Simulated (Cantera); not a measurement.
A perfectly stirred reactor is fed with CH4 : H2O : H2 = 1 : 0.3 : 0.24 (molar parts), at 0.940 bar; it is held at 1875 K, and followed from long to short residence time.

Detailed kinetics in Cantera: GRI-Mech 3.0 (53 species, 325 reactions). GRI-Mech 3.0 stops at C3 and has no aromatics, soot or wall deposition, so with more carbon than oxygen in the feed, carbon stays in small species such as C2H2 where larger ones or solid carbon would form.

Problem. Predict: x(CH4) at τ = 0.580 s; x(H2O) at τ = 0.580 s; x(H2) at τ = 0.580 s; x(C2H6) at τ = 0.580 s; x(H) at τ = 0.580 s; x(CH4) at τ = 50.0 ms; x(H2O) at τ = 50.0 ms; x(H2) at τ = 50.0 ms; x(C2H6) at τ = 50.0 ms; x(H) at τ = 50.0 ms.

Solution. 
| Item | Value |
|---|---|
| x(CH4) at τ = 0.580 s | 0.0177 |
| x(H2O) at τ = 0.580 s | 0.0148 |
| x(H2) at τ = 0.580 s | 0.747 |
| x(C2H6) at τ = 0.580 s | 3.12e-6 |
| x(H) at τ = 0.580 s | 0.000581 |
| x(CH4) at τ = 50.0 ms | 0.0514 |
| x(H2O) at τ = 50.0 ms | 0.0699 |
| x(H2) at τ = 50.0 ms | 0.682 |
| x(C2H6) at τ = 50.0 ms | 2.47e-5 |
| x(H) at τ = 50.0 ms | 0.000531 |
